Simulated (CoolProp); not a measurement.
Cyclopropane along the isotherm 278 K: density (kg/m³) from the reference equation and from simpler models built on Tc = 398.7 K, pc = 56.05 bar, ω = 0.131; each cubic takes its own stable root.

Computed with CoolProp (reference Helmholtz-energy equation of state, Polt 1992). This equation is an older, rougher fit; its heat capacities, sound speeds and derivatives of the liquid may be far off and weren't checked against measurements.

| p (bar) | phase | reference | van der Waals | Redlich-Kwong |
|---|---|---|---|---|
| 0.0886 | gas | 0.1616 | 0.1615 | 0.1615 |
| 0.138 | gas | 0.2519 | 0.2517 | 0.2518 |
| 0.215 | gas | 0.3931 | 0.3925 | 0.3928 |
| 0.335 | gas | 0.6141 | 0.6124 | 0.6133 |
| 0.521 | gas | 0.9587 | 0.9547 | 0.9568 |
| 0.811 | gas | 1.501 | 1.491 | 1.497 |
| 1.26 | gas | 2.355 | 2.331 | 2.344 |
| 1.97 | gas | 3.741 | 3.678 | 3.711 |
| 3.06 | gas | 5.963 | 5.797 | 5.883 |
| 4.77 | liquid | 649.2 | 9.260 | 590.5 |
| 7.42 | liquid | 649.7 | 15.02 | 591.2 |
| 11.6 | liquid | 650.4 | 407.3 | 592.3 |
| 18 | liquid | 651.5 | 409.4 | 593.9 |
| 28 | liquid | 653.2 | 412.5 | 596.3 |

At some of these states van der Waals gives the other phase, because its saturation line lies elsewhere.
